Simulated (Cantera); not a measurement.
Feed: 1 mol MgCO3, 0.047 mol CO2, 2 mol H2O, held at 7.50 Torr.

Cantera equilibrium calculation (NASA polynomials, part measured and part estimated; ideal gas, pure solids and liquids). Candidate condensed phases: C, C6H6, C7H8, C8H18, H2O, Mg, MgCO3, MgO, Mg(OH)2; 116 gas species. The numbers say what is thermodynamically allowed, not how fast it happens.

log p: log10 of the partial pressure in bar; n: condensed amount in mol.

```json
[
 {"T (K)": "1125", "log p H2O": "-2.18", "log p CO2": "-2.46", "log p CO": "-7.40", "log p O2": "-7.28", "log p H2": "-7.16", "log p OH": "-8.24", "log p H": "-10.93", "n MgO(s)": "1.00"},
 {"T (K)": "1200", "log p H2O": "-2.18", "log p CO2": "-2.46", "log p CO": "?", "log p O2": "?", "log p H2": "?", "log p OH": "?", "log p H": "?", "n MgO(s)": "1.00"},
 {"T (K)": "1275", "log p H2O": "-2.18", "log p CO2": "-2.46", "log p CO": "?", "log p O2": "?", "log p H2": "?", "log p OH": "?", "log p H": "?", "n MgO(s)": "1.00"},
 {"T (K)": "1350", "log p H2O": "-2.18", "log p CO2": "-2.46", "log p CO": "-5.90", "log p O2": "-5.92", "log p H2": "-5.91", "log p OH": "-6.64", "log p H": "-8.58", "n MgO(s)": "1.00"},
 {"T (K)": "1425", "log p H2O": "-2.18", "log p CO2": "-2.46", "log p CO": "-5.51", "log p O2": "-5.57", "log p H2": "-5.58", "log p OH": "-6.22", "log p H": "-7.96", "n MgO(s)": "1.00"},
 {"T (K)": "1500", "log p H2O": "-2.18", "log p CO2": "-2.47", "log p CO": "-5.15", "log p O2": "-5.24", "log p H2": "-5.29", "log p OH": "-5.84", "log p H": "-7.40", "n MgO(s)": "1.00"},
 {"T (K)": "1575", "log p H2O": "-2.18", "log p CO2": "-2.47", "log p CO": "-4.84", "log p O2": "-4.95", "log p H2": "-5.02", "log p OH": "-5.50", "log p H": "-6.89", "n MgO(s)": "1.000"}
]
```

### Question
What belongs in the gaps?

### Answer

- 1275, log p CO: -6.34
- 1275, log p O2: -6.32
- 1275, log p H2: -6.28
- 1275, log p OH: -7.11
- 1275, log p H: -9.27
- 1200, log p CO: -6.84
- 1200, log p O2: -6.77
- 1200, log p H2: -6.69
- 1200, log p OH: -7.64
- 1200, log p H: -10.05
